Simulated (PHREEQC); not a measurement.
**Alkaline etch or developer: speciation**

A solution holds 0.0071 mol/kgw NH3 and 2.45e-07 mol/kgw H4SiO4, at 25 °C. Closed to the air; pH follows from the charge balance.

Computed with PHREEQC (ion-association model, wateq4f.dat).

The pH comes out as 10.54, the ionic strength comes out as 0.000352 mol/kgw and the total alkalinity is 7.10 meq/kg.

```tsv
species	molality	activity	log γ
NH3	0.00675	0.00675	0.000
NH4+	0.000352	0.000344	-0.009
OH-	0.000352	0.000344	-0.009
H3SiO4-	2.05e-7	2.01e-7	-0.009
H4SiO4	3.96e-8	3.96e-8	0.000
```

Precipitation was switched off in this run. Species that the database lacks are ignored.
